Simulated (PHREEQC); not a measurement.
Make-up at 25 °C: 0.011 mol/kgw HBr, 0.29 mol/kgw CaCl2 and 0.00081 mol/kgw KCl. Closed to the air; pH follows from the charge balance.

Equilibrium calculation in PHREEQC: ion-association model, phreeqc.dat.

```yaml
pH: 2.08
ionic_strength: 0.882 mol/kgw
activity_of_water: 0.985
density: 1.023 g/cm³
total_alkalinity: -11.0 meq/kg
```

```
species  molality  activity   log γ
-------  --------  --------  ------
Cl-         0.581     0.357  -0.211
Ca+2        0.290    0.0715  -0.608
H+         0.0110   0.00821  -0.127
Br-        0.0110   0.00620  -0.249
K+       0.000810  0.000491  -0.217
```

This is a speciation only: nothing precipitates in the calculation. Ionic strength above about 0.7 mol/kgw puts this run outside the model's range. Complexes and solids missing from the database can't appear.
